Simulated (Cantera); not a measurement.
Mixture: CH4 : O2 : N2 = 1 : 1.25 : 4.7 (molar parts), equivalence ratio 1.6, at 10.0 bar, adiabatic and at constant volume. Ignition delay is the time to a rise of 400 K.

Model: GRI-Mech 3.0 (53 species, 325 reactions), integrated in Cantera.

**Question.** What does this change do: CH4 1 to 1.9 parts?

**Answer.** 
| quantity | before | after |
|---|---|---|
| delay at 1198 K | 5.86 ms | 8.59 ms |
| delay at 1298 K | 1.78 ms | 2.57 ms |
| delay at 1398 K | 0.595 ms | 0.850 ms |
| delay at 1498 K | 0.216 ms | 0.302 ms |
| delay at 1598 K | 84.1 µs | 0.114 ms |
| apparent activation energy between 1548 and 1648 K | 190 kJ/mol | 200 kJ/mol |
